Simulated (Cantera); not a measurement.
Adiabatic ignition

An adiabatic, constant-pressure homogeneous reactor starts with 2.37 % CH₄, 1.99 % CO, 17.9 % O₂, 67.3 % N₂, 10.4 % CO₂, equivalence ratio 0.32, at 1623 K and 578 Torr.

Detailed kinetics in Cantera: GRI-Mech 3.0 (53 species, 325 reactions).

| t (s) | T (K) | x CH₄ | x CO | x O₂ | x H₂O | x OH |
|---|---|---|---|---|---|---|
| 8.00e-6 | 1623 | 0.0237 | 0.0199 | 0.179 | 5.16e-7 | 1.52e-7 |
| 2.18e-5 | 1623 | 0.0237 | 0.0199 | 0.179 | 2.42e-6 | 2.39e-7 |
| 5.94e-5 | 1623 | 0.0237 | 0.0199 | 0.179 | 1.24e-5 | 5.32e-7 |
| 0.000162 | 1623 | 0.0235 | 0.0199 | 0.179 | 0.000106 | 2.40e-6 |
| 0.000442 | 1890 | 1.10e-6 | 0.0351 | 0.133 | 0.0414 | 0.00584 |
| 0.00120 | 2111 | <1e-12 | 0.0104 | 0.124 | 0.0437 | 0.00555 |
| 0.00328 | 2187 | <1e-12 | 0.00394 | 0.123 | 0.0456 | 0.00362 |
| 0.00894 | 2199 | <1e-12 | 0.00287 | 0.123 | 0.0459 | 0.00315 |
| 0.0244 | 2199 | <1e-12 | 0.00285 | 0.123 | 0.0459 | 0.00314 |
| 0.0665 | 2197 | <1e-12 | 0.00283 | 0.122 | 0.0460 | 0.00312 |
| 0.181 | 2193 | <1e-12 | 0.00277 | 0.121 | 0.0460 | 0.00307 |
| 0.494 | 2187 | <1e-12 | 0.00268 | 0.120 | 0.0460 | 0.00299 |
| 1.35 | 2184 | <1e-12 | 0.00263 | 0.119 | 0.0461 | 0.00294 |
| 3.67 | 2184 | <1e-12 | 0.00263 | 0.119 | 0.0461 | 0.00294 |
| 10.0 | 2184 | <1e-12 | 0.00263 | 0.119 | 0.0461 | 0.00294 |
x: mole fraction; the columns are a selection and need not sum to one.

```
Property                                                            Result
---------------------------------  ---------------------------------------
time of steepest temperature rise                                 0.423 ms
temperature at 10.0 s                                               2184 K
equilibrium temperature                                             2184 K
x(CH₄) at 10.0 s                     <1e-12 (gas-phase equilibrium <1e-12)
x(CO) at 10.0 s                    0.00263 (gas-phase equilibrium 0.00263)
x(O₂) at 10.0 s                        0.119 (gas-phase equilibrium 0.119)
```
